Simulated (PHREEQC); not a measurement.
Solution (53 °C): 0.022 mol/kgw ZnCl2, 0.00047 mol/kgw H3BO3 and 0.0011 mol/kgw H2SO4. Closed to the air; pH follows from the charge balance.

Model: ion-association model, phreeqc.dat, run in PHREEQC.

This is a speciation only: nothing precipitates in the calculation.

Question: Order these Zn species by the share of Zn that they hold, largest first: Zn+2, ZnCl+, ZnCl2, ZnSO4.

Answer: Zn+2 (85 %), ZnCl+ (12 %), ZnSO4 (2.2 %), ZnCl2 (0.36 %)

Question: Order these Cl species by the share of Cl that they hold, largest first: ZnCl+, Cl-, ZnCl2.

Answer: Cl- (94 %), ZnCl+ (6.1 %), ZnCl2 (0.36 %)

The pH is 2.75 and the ionic strength 0.0616 mol/kgw. At this temperature some constants are extrapolated from 25 °C, and those without enthalpy data are left unchanged.
